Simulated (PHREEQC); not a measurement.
PHREEQC input (ion-association model, phreeqc.dat):

```
SOLUTION_SPECIES
  CO3-2 + 10 H+ + 8 e- = CH4 + 3 H2O  # shut off: no methane
    -log_k -100
    -delta_h 0
    -analytic -100
SOLUTION 1
  temp 25
  units mol/kgw
  pH 7 charge
  K 0.3
  Na 0.032
END
SELECTED_OUTPUT 1
  -reset false
  -pH true
  -pe true
  -ionic_strength true
  -water true
  -totals C K Na C(-4) C(4) Mtg
  -molalities H+ Na+ K+ CO3-2 OH- HCO3- CO2 (CO2)2 NaOH NaCO3-
    NaHCO3
USER_PUNCH 1
  -headings p_CO2(g) phi_CO2(g) p_Mtg(g) phi_Mtg(g) p_H2O(g) phi_H2O(g) density
  10 PUNCH PR_P("CO2(g)"), PR_PHI("CO2(g)"), PR_P("Mtg(g)"), PR_PHI("Mtg(g)"), PR_P("H2O(g)"), PR_PHI("H2O(g)"), RHO
PRINT
  -reset false
USE solution 1
REACTION_TEMPERATURE 1
  50
GAS_PHASE 1
  -fixed_pressure
  -pressure 2
  -temperature 50
  -volume 20
  CO2(g) 0.7
  Mtg(g) 1.3
  H2O(g) 0
END
# ... the last block is repeated for the other 12 points of P (atm)
```

Selected output (columns that matter, 13 of 13 rows; P (atm) added in front):

```
P (atm)	pH	mu	C	K	Na	Mtg	m_H+	p_CO2(g)	phi_CO2(g)	p_Mtg(g)	phi_Mtg(g)	p_H2O(g)	phi_H2O(g)	density
2	7.8563	0.33291	0.33191	0.30038	0.032041	0.0015822	1.8061e-08	0.31627	0.99153	1.5625	0.99677	0.12122	0.99074	1.0085
5	7.234	0.3309	0.35533	0.30046	0.03205	0.0035086	7.567e-08	1.3837	0.97927	3.4932	0.99185	0.12309	0.97724	1.0088
10	6.8928	0.33057	0.38545	0.3005	0.032054	0.0066853	1.66e-07	3.1227	0.95911	6.751	0.98378	0.12629	0.95518	1.0092
20	6.5894	0.33046	0.43978	0.30056	0.032059	0.012782	3.3373e-07	6.5917	0.91984	13.275	0.96817	0.13304	0.91205	1.01
30	6.4262	0.33044	0.4883	0.30061	0.032065	0.01854	4.8592e-07	10.064	0.88192	19.796	0.95329	0.14027	0.87017	1.0107
40	6.3178	0.33046	0.53156	0.30066	0.03207	0.023984	6.2363e-07	13.54	0.84537	26.312	0.93914	0.14802	0.82957	1.0114
50	6.2389	0.33049	0.56991	0.30072	0.032077	0.029135	7.478e-07	17.022	0.81019	32.822	0.92573	0.15634	0.79026	1.012
75	6.1103	0.33059	0.6466	0.30088	0.032094	0.040877	1.0052e-06	25.74	0.72835	49.081	0.8954	0.1798	0.69794	1.0135
100	6.0337	0.33074	0.70033	0.30108	0.032115	0.051246	1.1986e-06	34.472	0.65562	65.32	0.86948	0.20738	0.61488	1.0148
150	5.9494	0.33111	0.76135	0.30153	0.032163	0.068815	1.4546e-06	51.948	0.53933	97.777	0.82892	0.27418	0.48052	1.0171
200	5.9016	0.33147	0.791	0.30198	0.032211	0.083206	1.6228e-06	69.413	0.45985	130.24	0.79966	0.35079	0.38822	1.0192
300	5.8334	0.33191	0.82334	0.30264	0.032281	0.1058	1.8964e-06	104.3	0.37274	195.19	0.76616	0.50798	0.28649	1.0232
400	5.7752	0.33202	0.84568	0.30303	0.032323	0.12358	2.1654e-06	139.18	0.33247	260.17	0.75818	0.65618	0.23694	1.0271
```

Away from 25 °C the constants follow the database's enthalpies or fits; those with neither stay at their 25 °C values.
